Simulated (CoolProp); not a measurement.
Sulfur hexafluoride at several states: fugacity coefficient from the reference equation and from simpler models built on Tc = 45.6 °C, pc = 3755 kPa, ω = 0.210; each cubic takes its own stable root.

The numbers come from the reference Helmholtz-energy equation of state, Guder 2009 in CoolProp.

```csv
T (°C),p (kPa),phase,reference
250.55,3360,gas,0.9588
25.15,2140,gas,0.7646
119.55,429,gas,0.9815
```

Q: How far does each simpler model (van der Waals, Peng-Robinson) lie from the reference over these 3 states: mean and median of the absolute difference, and the worst?

A: 
- van der Waals: mean 2.6 %, median 2.9 %, worst +4.8 % at 25.15 °C and 2140 kPa
- Peng-Robinson: mean 1.2 %, median 1.0 %, worst -2.2 % at 25.15 °C and 2140 kPa
